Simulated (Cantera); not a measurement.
Feed: 1 mol SO2, 1 mol H2, at 675 °C and 0.133 bar.

These are equilibrium values from Cantera (NASA tables, ideal gas, pure condensed phases), not measurements of a reactor. Candidate condensed phases: H2O, H2SO4, S; 19 gas species. Gases not in the tables: S3 to S7. Kinetics and transport are ignored.

Base state: H2O 0.527, SO2 0.313, S2 0.104, H2S 0.0496, S2O 0.00371, H2 0.00172, SO 1.56e-5 (mole fractions); condensed: gas only.

What changes in the equilibrium state with this change: temperature from 675 °C to 1875 °C?


```json
[
 {"species": "H2O", "before": "0.527", "after": "0.379"},
 {"species": "SO2", "before": "0.313", "after": "0.308"},
 {"species": "H2", "before": "0.00172", "after": "0.145"},
 {"species": "SO", "before": "1.56e-5", "after": "0.0746"},
 {"species": "H2S", "before": "0.0496", "after": "0.00546"},
 {"species": "S2", "before": "0.104", "after": "0.0649"},
 {"species": "H", "before": "<1e-9", "after": "0.00435"},
 {"species": "S", "before": "1.48e-9", "after": "0.00548"},
 {"species": "OH", "before": "<1e-9", "after": "0.00147"}
]
```

What changes in the equilibrium state with this change: pressure from 0.133 bar to 6.30 bar?


| species | before | after |
|---|---|---|
| H2O | 0.527 | 0.495 |
| SO2 | 0.313 | 0.334 |
| H2S | 0.0496 | 0.0900 |
| S2 | 0.104 | 0.0725 |
| S8 | 5.59e-9 | 0.000138 |
| H2 | 0.00172 | 0.000543 |
| SO | 1.56e-5 | 5.61e-6 |
| S2O | 0.00371 | 0.00765 |
